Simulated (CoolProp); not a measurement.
Vapour-liquid equilibrium of n-butane (1) + acetone (2) at 0.96 MPa; x and y are mole fractions of (1).

Values from CoolProp's multi-fluid Helmholtz-energy mixture model, Bücker 2006 and Lemmon 2006; pair parameters Bell 2016.

Task: Give the bubble temperature and the first vapour's composition at x = 0.05, 0.35, 0.5. Is there an azeotrope?

Result: x = 0.05: 402.6 K, y = 0.221; x = 0.35: 365.6 K, y = 0.723; x = 0.5: 359.8 K, y = 0.785. No azeotrope shows between x = 0.05 and 0.95.

Pair parameters are fitted to limited data, so mixtures are less certain than the pure fluids. With so large a gap from Raoult's law the liquid may split in two, which this calculation doesn't test in full.
